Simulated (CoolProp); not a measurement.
A closed Brayton cycle with carbon dioxide: compressor inlet 332.15 K and 9.2 MPa, high pressure 22.3 MPa, turbine inlet 660 K, compressor efficiency 0.85, turbine efficiency 0.9, recuperator effectiveness 0.9 (on enthalpy, no pinch check). Each further row changes one setting.

Computed with CoolProp (reference Helmholtz-energy equation of state, Span 1996).

| case | thermal efficiency (%) | net work (kJ/kg) | compressor to turbine work | compressor exit (K) | turbine exit (K) |
|---|---|---|---|---|---|
| as stated | (withheld) | 44.3 | 0.51 | 405.7 | 565.8 |
| turbine inlet 610 K | (withheld) | 35.5 | 0.56 | 405.7 | 519.3 |
| compressor inlet 342.15 K | 22.7 | (withheld) | 0.57 | 421.4 | 565.8 |
| high pressure 19 MPa | 24.2 | (withheld) | 0.48 | 392.1 | 582.5 |
| recuperator effectiveness 0.5 | 17.4 | 44.3 | 0.51 | 405.7 | 565.8 |

Task: Some entries are withheld; supply them.

Result: 
- as stated, thermal efficiency (%): 24.6
- turbine inlet 610 K, thermal efficiency (%): 21.3
- compressor inlet 342.15 K, net work (kJ/kg): 38.6
- high pressure 19 MPa, net work (kJ/kg): 39.0
